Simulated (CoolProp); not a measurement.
Aqueous ethylene glycol as a coolant, at 34 °C, 1 atm.

Model: Melinder's fits for secondary coolants, in CoolProp.

```tsv
mass %	freezing point (°C)	viscosity (mPa s)	density (kg/m³)	Prandtl number	cp (kJ/(kg K))
1.2	-0.4	0.754	995.4	5.10	4.164
9.5	-3.2	0.898	1006	6.36	4.063
17.8	-6.8	1.10	1016	8.14	3.954
26.1	-11.7	1.35	1027	10.4	3.825
34.4	-18.3	1.65	1038	13.2	3.679
42.7	-26.8	2.03	1048	16.8	3.524
51	-37.4	2.51	1058	21.4	3.364
59.3	-50.0	3.12	1068	27.3	3.198
```
